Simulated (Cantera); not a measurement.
Feed: 1 mol CaCO3, 0.63 mol C, 0.031 mol H2, 6.9 mol CO2, at 2000 K and 170000 Pa.

These are equilibrium values from Cantera (NASA tables, ideal gas, pure condensed phases), not measurements of a reactor. Candidate condensed phases: C, C6H6, C7H8, C8H18, Ca, CaCO3, CaO, Ca(OH)2, H2O; 115 gas species. Rates play no part.

Base state: CO2 0.846, CO 0.151, H2O 0.00346, H2 0.000135, OH 3.72e-5, O2 3.24e-5, H 1.45e-5 (mole fractions); condensed: CaO(s).

Q: What changes in the equilibrium state with this change: temperature from 2000 K to 700 K?

A: 
| species | before | after |
|---|---|---|
| CO2 | 0.846 | 0.984 |
| CO | 0.151 | 0.0120 |
| H2O | 0.00346 | 0.00399 |
| OH | 3.72e-5 | <1e-9 |
| O2 | 3.24e-5 | <1e-9 |
| H | 1.45e-5 | <1e-9 |
| CaO(s), mol | 1.000 | 0 |
| C(graphite), mol | 0 | 0.602 |
| CaCO3(calcite), mol | 0 | 1.00 |
